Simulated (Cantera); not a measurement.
Charge: 1 mol Si, 7.2 mol HF, 1.1 mol F2, at 1152 °C and 9.80e-5 bar.

Method: chemical equilibrium by Gibbs-energy minimisation in Cantera with the NASA 1993 tables (ideal gas, pure condensed phases). Candidate condensed phases: Si; 25 gas species. The tables' values for SiF3 are old estimates; treat these amounts as uncertain. Rates play no part.

Base state: HF 0.740, SiF4 0.136, H2 0.123, SiF3 0.000734, H 0.000241 (mole fractions); condensed: gas only.

Problem. What changes in the equilibrium state with this change: F2 from 1.1 to 8.2 mol?

Solution. 
```json
[
 {"species": "F", "before": "2.26e-8", "after": "0.602"},
 {"species": "HF", "before": "0.740", "after": "0.350"},
 {"species": "SiF4", "before": "0.136", "after": "0.0485"},
 {"species": "H2", "before": "0.123", "after": "<1e-9"},
 {"species": "SiF3", "before": "0.000734", "after": "<1e-9"},
 {"species": "H", "before": "0.000241", "after": "<1e-9"}
]
```
